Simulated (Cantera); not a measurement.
Mixture: CO : H₂ : O₂ : N₂ = 1 : 0.7 : 2.12 : 7.01 (molar parts), equivalence ratio 0.40, at 248 Torr, adiabatic and at constant volume. Ignition delay is the time to a rise of 400 K.

Cantera simulation using GRI-Mech 3.0 (53 species, 325 reactions); the numbers are that mechanism's predictions, not measurements. Where the delays flatten at high temperature, the 400 K rule measures the pace of heat release, not the induction time.

Problem. Predict: delay at 1225 K; delay at 1425 K; delay at 1625 K; delay at 1825 K; delay at 2025 K.

Solution. 
```json
{
  "delay at 1225 K": "0.235 ms",
  "delay at 1425 K": "0.197 ms",
  "delay at 1625 K": "0.239 ms",
  "delay at 1825 K": "0.337 ms",
  "delay at 2025 K": "0.492 ms"
}
```
